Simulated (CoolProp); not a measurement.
Aqueous ethylene glycol as a coolant, 55 % by mass, freezing at -43.2 °C, 1 atm.

Values from CoolProp's Melinder's fits for secondary coolants.

| T (°C) | cp (kJ/(kg K)) | conductivity (W/(m K)) | viscosity (mPa s) | density (kg/m³) |
|---|---|---|---|---|
| -1 | 3.080 | (withheld) | 9.73 | 1082 |
| 2.2 | 3.100 | 0.363 | 8.41 | 1080 |
| 5.5 | 3.120 | (withheld) | 7.30 | 1079 |
| 8.7 | 3.140 | (withheld) | 6.40 | 1077 |
| 11.9 | 3.159 | 0.368 | 5.65 | 1075 |
| 15.1 | 3.178 | 0.370 | 5.02 | 1074 |
| 18.3 | 3.197 | (withheld) | (withheld) | 1072 |
| 21.5 | 3.216 | 0.373 | 4.03 | 1070 |
| 24.7 | 3.234 | 0.375 | 3.64 | 1068 |
| 28 | 3.253 | 0.377 | 3.30 | 1067 |
| 31.2 | 3.270 | 0.379 | 3.01 | 1065 |
| 34.4 | 3.288 | 0.380 | 2.76 | 1063 |

Q: Some entries are withheld; supply them.

A: 
- -1, conductivity (W/(m K)): 0.361
- 5.5, conductivity (W/(m K)): 0.365
- 8.7, conductivity (W/(m K)): 0.366
- 18.3, conductivity (W/(m K)): 0.371
- 18.3, viscosity (mPa s): 4.49
